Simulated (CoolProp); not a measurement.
n-octane along the isobar 13600 kPa: density (kg/m³) from the reference equation and from simpler models built on Tc = 295.6 °C, pc = 2484 kPa, ω = 0.398; each cubic takes its own stable root.

Model: reference Helmholtz-energy equation of state, Beckmüller 2019, in CoolProp.

```
T (°C)   phase  reference
------  ------  ---------
184.35  liquid      586.7
191.05  liquid      581.1
197.85  liquid      575.4
204.55  liquid      569.7
211.35  liquid      563.9
218.05  liquid      558.1
224.85  liquid      552.1
231.55  liquid      546.2
238.35  liquid      540.2
```

How far does each simpler model (Redlich-Kwong, Soave-Redlich-Kwong, Peng-Robinson) lie from the reference over these 9 states: mean and median of the absolute difference, and the worst?


- Redlich-Kwong: mean 13.5 %, median 13.5 %, worst -13.9 % at 184.35 °C and 13600 kPa
- Soave-Redlich-Kwong: mean 11.1 %, median 11.1 %, worst -11.2 % at 184.35 °C and 13600 kPa
- Peng-Robinson: mean 0.3 %, median 0.3 %, worst -0.4 % at 238.35 °C and 13600 kPa
